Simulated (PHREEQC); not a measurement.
Consider water at 23 °C with 0.0076 mol/kgw HBr and 0.18 mol/kgw CaCl2. Closed to the air; pH follows from the charge balance.

All values are PHREEQC results (ion-association model, phreeqc.dat), not measurements.

pH: 2.24
ionic strength: 0.548 mol/kgw
activity of water: 0.991
specific conductance: 30700 µS/cm
density: 1.014 g/cm³
total alkalinity: -7.60 meq/kg

```
species  molality  activity   log γ
-------  --------  --------  ------
Cl-         0.360     0.232  -0.191
Ca+2        0.180    0.0464  -0.589
H+        0.00760   0.00579  -0.118
Br-       0.00760   0.00460  -0.218
```

No solid was allowed to form.
